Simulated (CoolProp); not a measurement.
Vapour-liquid equilibrium of C3F8 (R218) (1) + c-C4F8 (RC318) (2) at 15.15 °C; x and y are mole fractions of (1).

Computed with CoolProp (multi-fluid Helmholtz-energy mixture model, Lemmon 2006 and Platzer 1990; pair parameters Bell 2016). This equation is an older, rougher fit; its heat capacities, sound speeds and derivatives of the liquid may be far off and weren't checked against measurements.

```json
[
 {"x": "0.05", "bubble pressure, mixture model (kPa)": "231.3", "bubble pressure, Raoult's law (kPa)": "247.0", "y, mixture model": "0.074", "y, Raoult's law": "0.133"},
 {"x": "0.15", "bubble pressure, mixture model (kPa)": "249.4", "bubble pressure, Raoult's law (kPa)": "290.3", "y, mixture model": "0.237", "y, Raoult's law": "0.341"},
 {"x": "0.25", "bubble pressure, mixture model (kPa)": "276.0", "bubble pressure, Raoult's law (kPa)": "333.7", "y, mixture model": "0.400", "y, Raoult's law": "0.494"},
 {"x": "0.35", "bubble pressure, mixture model (kPa)": "311.1", "bubble pressure, Raoult's law (kPa)": "377.1", "y, mixture model": "0.548", "y, Raoult's law": "0.612"},
 {"x": "0.45", "bubble pressure, mixture model (kPa)": "353.6", "bubble pressure, Raoult's law (kPa)": "420.5", "y, mixture model": "0.671", "y, Raoult's law": "0.705"},
 {"x": "0.55", "bubble pressure, mixture model (kPa)": "402.3", "bubble pressure, Raoult's law (kPa)": "463.9", "y, mixture model": "0.769", "y, Raoult's law": "0.781"},
 {"x": "0.65", "bubble pressure, mixture model (kPa)": "455.6", "bubble pressure, Raoult's law (kPa)": "507.3", "y, mixture model": "0.845", "y, Raoult's law": "0.845"},
 {"x": "0.75", "bubble pressure, mixture model (kPa)": "511.8", "bubble pressure, Raoult's law (kPa)": "550.6", "y, mixture model": "0.904", "y, Raoult's law": "0.898"},
 {"x": "0.85", "bubble pressure, mixture model (kPa)": "569.9", "bubble pressure, Raoult's law (kPa)": "594.0", "y, mixture model": "0.949", "y, Raoult's law": "0.943"},
 {"x": "0.95", "bubble pressure, mixture model (kPa)": "629.1", "bubble pressure, Raoult's law (kPa)": "637.4", "y, mixture model": "0.985", "y, Raoult's law": "0.982"}
]
```

The largest gap from Raoult's law is -17.5 % in bubble pressure, at x = 0.35. No azeotrope shows between x = 0.05 and 0.95.

The pair parameters rest on a limited set of measurements; away from them the model extrapolates.
